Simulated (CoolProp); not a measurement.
Normal hydrogen at 710.76 K and 0.134 MPa flows at 2 m/s in a round tube of 100 mm bore and 15 µm roughness, fully developed (64/Re and Nu = 3.66 if laminar; Colebrook and Gnielinski if turbulent). Each further row changes one setting.

Values from CoolProp's reference Helmholtz-energy equation of state, Leachman 2009.

| case | Reynolds number | Darcy friction factor | pressure drop (Pa/m) | heat-transfer coefficient (W/(m² K)) | mass flow (kg/h) |
|---|---|---|---|---|---|
| as stated | 561 | … | … | 12.8 | … |
| velocity 4 m/s | 1120 | 0.0570 | … | 12.8 | … |
| diameter 200 mm | 1120 | 0.0570 | 0.0261 | … | … |

Complete the blanks.


- as stated, Darcy friction factor: 0.114
- as stated, pressure drop (Pa/m): 0.104
- as stated, mass flow (kg/h): 2.58
- velocity 4 m/s, pressure drop (Pa/m): 0.209
- velocity 4 m/s, mass flow (kg/h): 5.17
- diameter 200 mm, heat-transfer coefficient (W/(m² K)): 6.41
- diameter 200 mm, mass flow (kg/h): 10.3

Viscosity comes from a separate model (Muzny 2013). Thermal conductivity comes from a separate model (Assael 2011).
